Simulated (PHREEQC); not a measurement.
Consider water at 25 °C with 1.5 mmol/kgw TMAH, 2.3 mmol/kgw K2SiO3 and 58 mmol/kgw Na2CO3. Closed to the air; pH follows from the charge balance.

Model: ion-association model, phreeqc.dat, run in PHREEQC.

Task: The ionic strength comes out as 0.136 mol/kgw. What activity coefficients do H3SiO4-, NaCO3-, HCO3-, Na+, H2SiO4-2 get?

Result: H3SiO4- 0.75, NaCO3- 0.76, HCO3- 0.77, Na+ 0.77, H2SiO4-2 0.35.

This is a speciation only: nothing precipitates in the calculation. Species that the database lacks are ignored. (CH3)4N+ isn't in the database: it is added as a free cation with an ion size of 4 Å.
